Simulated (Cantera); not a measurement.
Input: 1 mol Al(CH3)3, 38 mol NH3, 110 mol N2, equilibrated at 1100 K and 0.110 bar.

Method: chemical equilibrium by Gibbs-energy minimisation in Cantera with the NASA 1993 tables (ideal gas, pure condensed phases). The feed counts by its element totals alone. The numbers say what is thermodynamically allowed, not how fast it happens.

| species | before | after |
|---|---|---|
| N2 | 0.677 | 0.687 |
| H2 | 0.323 | 0.297 |
| CH4 | 0.000412 | 0.0160 |
| HCN | 1.04e-5 | <1e-9 |
| NH3 | 5.28e-6 | 0.000193 |
| AlN(s), mol | 1.00 | 1.00 |
| C(graphite), mol | 2.92 | 0 |
Gas species are given as mole fractions.

**Question.** What was changed between the two runs?
A. temperature from 1100 K to 2073 K
B. NH3 from 38 to 130 mol
C. temperature from 1100 K to 1775 K
D. temperature from 1100 K to 675 K

**Answer.** D, temperature from 1100 K to 675 K
